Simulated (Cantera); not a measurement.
A closed system holds: 1 mol Al(CH3)3, 8.3 mol N2, held at 1300 K and 0.133 bar.

Equilibrium computed with Cantera from the NASA thermochemical tables; the gas is ideal and each condensed phase is pure. Candidate condensed phases: Al, AlN, C, C6H6, C7H8, C8H18; 97 gas species. The feed counts by its element totals alone. Rates play no part.

Base state: N2 0.634, H2 0.366, CH4 0.000140, HCN 9.97e-5 (mole fractions); condensed: AlN(s) + C(graphite).

Problem. What changes in the equilibrium state with this change: temperature from 1300 K to 1850 K?

Solution. 
| species | before | after |
|---|---|---|
| N2 | 0.634 | 0.632 |
| H2 | 0.366 | 0.363 |
| HCN | 9.97e-5 | 0.00373 |
| Al | <1e-9 | 2.44e-5 |
| H | 1.83e-6 | 0.000889 |
| C2H2 (acetylene) | 2.11e-7 | 9.50e-5 |
| HNC | 7.95e-7 | 0.000158 |
| CH4 | 0.000140 | 1.15e-5 |
| AlN(s), mol | 1.00 | 1.000 |
| C(graphite), mol | 3.00 | 2.95 |
